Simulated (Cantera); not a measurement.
A freely propagating, adiabatic, planar premixed flame of H2 : O2 : N2 : H2O = 1 : 0.833 : 3.13 : 0.017 (molar parts), equivalence ratio 0.60, unburnt at 348 K and 2930 Torr; mixture-averaged transport, grid criteria slope 0.08 and curve 0.16, no radiation.

Computed with Cantera and the H2/O2 subset of GRI-Mech 3.0, which has no nitrogen chemistry. The hydrogen kinetics of GRI-Mech 3.0 are dated; newer H2 mechanisms differ, most at raised pressure. Burning velocities carry a grid error of a few per cent, more on coarse grids. Lean hydrogen flames are cellular in practice and burn faster than this planar one.

Predict: laminar burning velocity; thermal thickness; peak x(H); peak x(H2O2); peak x(OH).


```
Item                          Value
------------------------  ---------
laminar burning velocity  56.9 cm/s
thermal thickness          0.106 mm
peak x(H)                   0.00218
peak x(H2O2)               0.000181
peak x(OH)                  0.00481
```
